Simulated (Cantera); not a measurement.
Mixture: 9.81 % CH₄, 0.834 % C₂H₆, 18.7 % O₂, 70.6 % N₂, at 900 Torr, adiabatic and at constant volume. Ignition delay is the time to a rise of 400 K.

Computed with Cantera and GRI-Mech 3.0 (53 species, 325 reactions).

Task: Predict: delay at 1125 K; delay at 1175 K; delay at 1225 K; delay at 1275 K; delay at 1325 K; delay at 1375 K; apparent activation energy between 1275 and 1375 K.

Result: 
| Quantity | Result |
|---|---|
| delay at 1125 K | 15.6 ms |
| delay at 1175 K | 8.42 ms |
| delay at 1225 K | 4.72 ms |
| delay at 1275 K | 2.71 ms |
| delay at 1325 K | 1.57 ms |
| delay at 1375 K | 0.923 ms |
| apparent activation energy between 1275 and 1375 K | 160 kJ/mol |
